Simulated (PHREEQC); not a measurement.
1.8 g of hydrous ferric oxide (600 m²/g; 0.2 weak and 0.005 strong sites per Fe, Dzombak-Morel constants, diffuse double layer) in 1 kg of water with 0.005 mol/kgw of an inert sodium salt and 0.27 mmol/kgw MnCl2 and 0.029 mmol/kgw PbCl2, at 25 °C; the pH is set by adding NaOH or the inert anion's acid. No oxygen is let in. The system is closed to CO2. Nothing may precipitate in this run.

Base run: PHREEQC, ion-association model, wateq4f.dat. Each further column changes one thing. The table gives Mn sorbed (%).

```
pH    base  no electrostatic term (-no_edl)  background salt from 0.005 to 0.0005 mol/kgw  oxide from 1.8 to 9 g/kgw
---  -----  -------------------------------  --------------------------------------------  -------------------------
3      0.0                              0.0                                           0.0                        0.0
4      0.0                              0.0                                           0.0                        0.0
4.5    0.0                              0.1                                           0.0                        0.3
5.5    2.2                              7.4                                           2.0                       13.4
6     11.0                             23.2                                          10.6                       49.1
7     52.2                             81.8                                          53.2                       97.9
8     98.2                             99.0                                          98.4                      100.0
8.5   99.8                             99.6                                          99.8                      100.0
9.5  100.0                             99.9                                         100.0                      100.0
10   100.0                             99.9                                         100.0                      100.0
11   100.0                             99.7                                         100.0                      100.0
```

The oxide is taken as insoluble; below pH 4 it would dissolve. In at least one series the solution becomes supersaturated in solids that the run did not let form, among them Pyrochroite.
